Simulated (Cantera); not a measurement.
A closed system holds: 1 mol SiCl4, 1.5 mol NH3, held at 727 °C and 90.0 Torr.

Equilibrium computed with Cantera from the NASA thermochemical tables; the gas is ideal and each condensed phase is pure. Candidate condensed phases: NH4Cl, Si, Si3N4; 28 gas species. The tables' values for SiCl3 are old estimates; treat these amounts as uncertain. Kinetics and transport are ignored.

Base state: HCl 0.402, H2 0.342, SiCl4 0.140, N2 0.114, SiHCl3 0.000842, SiCl3 7.23e-5 (mole fractions); condensed: Si3N4(s).

Task: What changes in the equilibrium state with this change: temperature from 727 °C to 900 °C?

Result: 
| species | before | after |
|---|---|---|
| HCl | 0.402 | 0.437 |
| H2 | 0.342 | 0.322 |
| SiCl4 | 0.140 | 0.129 |
| N2 | 0.114 | 0.108 |
| SiCl2 | 9.02e-7 | 0.000129 |
| SiCl3 | 7.23e-5 | 0.00130 |
| SiHCl3 | 0.000842 | 0.00221 |
| Si3N4(s), mol | 0.138 | 0.150 |
